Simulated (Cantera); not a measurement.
Cantera run:

```python
import numpy as np
import cantera as ct

gas_names = [...]  # 123 gases of nasa_gas.yaml made of C, H, O, Si
cond_names = """
    C(gr) C6H6(L) C7H8(L) C8H18(L),n-octa H2O(s) H2O(L) Si(cr) Si(L) SiC(b) SiO2(Lqz) SiO2(hqz) SiO2(L)
""".split()


# ... load() reads the species with a 1 bar reference pressure and builds the phases ...
atoms = {
    'SiC': {'Si': 1, 'C': 1},
    'H2O': {'H': 2, 'O': 1},
    'H2': {'H': 2},
}
top_T = {'C(gr)': 4500, 'SiC(b)': 3050}  # K; cautious upper limits of use, not melting points


# ... equilibrate(T, P, feed) seeds the gas with the atoms and calls Mixture.equilibrate('TP', solver="vcs", rtol=1e-11, max_steps=5000) ...
results = []
feed = {'SiC': 1, 'H2O': 0.039, 'H2': 2.4}  # mol
P = 1333.22  # Pa
for T in [1175, 1325, 1475, 1625, 1775, 1925, 2075]:
    mix = equilibrate(T, P, feed)
    results.append((T, P, feed, dict(zip(mix.species_names, mix.species_moles))))

top = {s: max(r[3][s] / sum(r[3][g] for g in gas_names) for r in results) for s in gas_names}
cols = sorted((s for s in top if top[s] > 1e-06), key=lambda s: -top[s])[:5]
seen = [c for c in cond_names if any(r[3].get(c, 0) > 1e-12 for r in results)]
print("log10 of partial pressures in bar; condensed amounts in mol")
print(f"{'T/K':>10s}" + "".join(f"{s[:9]:>10s}" for s in cols + seen))
for T, P, feed, n in results:
    ng = sum(n[g] for g in gas_names)
    print(f"{T:10.4g}" + "".join(f"{np.log10(max(n[s] / ng * P / 1e5, 1e-99)):10.3f}" for s in cols)
          + "".join(f"{n.get(c, 0):10.4g}" for c in seen))
```

Output:

```
log10 of partial pressures in bar; condensed amounts in mol
       T/K        H2         H        CO       SiO        Si     C(gr)    SiC(b) SiO2(hqz)
      1175    -1.876    -7.850    -4.544    -8.010   -15.112   0.01102    0.9831   0.01688
      1325    -1.877    -6.725    -4.148    -5.721   -11.751         0    0.9869   0.01278
      1475    -1.882    -5.828    -3.979    -3.979    -9.044         0    0.9805         0
      1625    -1.882    -5.093    -3.979    -3.979    -7.481         0    0.9805         0
      1775    -1.883    -4.480    -3.978    -3.981    -6.185         0    0.9804         0
      1925    -1.886    -3.962    -3.963    -4.000    -5.110         0    0.9796         0
      2075    -1.894    -3.522    -3.878    -4.130    -4.284         0    0.9745         0
```

Method: chemical equilibrium by Gibbs-energy minimisation in Cantera with the NASA 1993 tables (ideal gas, pure condensed phases). Mutual solubility and eutectic melting of coexisting phases are not modelled. The tables hold silica as quartz up to 1696 K and as liquid above; real silica turns to tridymite and cristobalite and melts near 1996 K. Gases not in the tables: Si2H6 and higher silanes.
